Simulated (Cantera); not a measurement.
A perfectly stirred reactor is fed with CH4 : H2 : CO2 = 0.012 : 1 : 0.027 (molar parts), at 0.133 bar; it is held at 1725 K, and followed from long to short residence time.

Computed with Cantera and GRI-Mech 3.0 (53 species, 325 reactions).

### Question
What does this change do: pressure from 0.133 bar to 0.0267 bar?

### Answer
```json
[
 {"quantity": "x(CH4) at τ = 10.0 s", "before": "0.00275", "after": "0.00293"},
 {"quantity": "x(H2) at τ = 10.0 s", "before": "0.943", "after": "0.942"},
 {"quantity": "x(CO2) at τ = 10.0 s", "before": "0.000257", "after": "0.000343"},
 {"quantity": "x(CO) at τ = 10.0 s", "before": "0.0287", "after": "0.0276"},
 {"quantity": "x(CH3) at τ = 10.0 s", "before": "2.92e-5", "after": "6.71e-5"},
 {"quantity": "x(CH4) at τ = 0.140 s", "before": "0.00965", "after": "0.0104"},
 {"quantity": "x(H2) at τ = 0.140 s", "before": "0.941", "after": "0.946"},
 {"quantity": "x(CO2) at τ = 0.140 s", "before": "0.00431", "after": "0.00949"},
 {"quantity": "x(CO) at τ = 0.140 s", "before": "0.0217", "after": "0.0165"},
 {"quantity": "x(CH3) at τ = 0.140 s", "before": "9.72e-5", "after": "0.000176"}
]
```
Radical loss at walls, strong at low pressure, is not modelled.
